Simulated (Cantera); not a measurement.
**Silicon etching in halogen gases: Si + HCl + H₂**

Input: 1 mol Si, 6.7 mol HCl, 85 mol H₂, at 1.43 Torr.

Equilibrium computed with Cantera from the NASA thermochemical tables; the gas is ideal and each condensed phase is pure. Candidate condensed phases: Si; 19 gas species. The tables' values for SiCl₃, SiCl are old estimates; treat these amounts as uncertain. Equilibrium is a limit: real reactors are often held back by kinetics, nucleation or transport.

From 352 °C to 727 °C nothing is condensed. From 802 °C to 1252 °C the condensed part is Si(s). The main Si-bearing gas is SiCl₄ at 352 °C and SiCl₂ at 1252 °C.

```tsv
T (°C)	x H₂	x HCl	x SiCl₄	x SiCl₂	x SiHCl₃	x SiCl₃	x H	n Si(s)
352	0.959	0.0298	0.0110	<1e-12	1.71e-5	3.02e-9	<1e-12	0
427	0.959	0.0298	0.0110	4.06e-10	7.20e-5	1.16e-7	<1e-12	0
502	0.959	0.0300	0.0108	6.10e-8	0.000223	2.15e-6	2.23e-11	0
577	0.959	0.0304	0.0104	3.58e-6	0.000548	2.30e-5	4.60e-10	0
652	0.958	0.0312	0.00968	9.85e-5	0.00108	0.000155	5.85e-9	0
727	0.955	0.0343	0.00767	0.00119	0.00150	0.000614	5.09e-8	0
802	0.946	0.0446	0.00369	0.00410	0.000972	0.000978	3.27e-7	0.109
877	0.938	0.0529	0.000958	0.00656	0.000345	0.000758	1.66e-6	0.209
952	0.936	0.0550	0.000187	0.00788	9.96e-5	0.000432	6.92e-6	0.212
1027	0.936	0.0549	3.84e-5	0.00859	2.99e-5	0.000236	2.46e-5	0.184
1102	0.936	0.0544	9.07e-6	0.00910	9.96e-6	0.000134	7.61e-5	0.151
1177	0.936	0.0538	2.46e-6	0.00952	3.70e-6	8.01e-5	0.000210	0.119
1252	0.936	0.0531	7.59e-7	0.00986	1.51e-6	5.02e-5	0.000525	0.0880
```
x: gas mole fraction; n: condensed amount in mol.
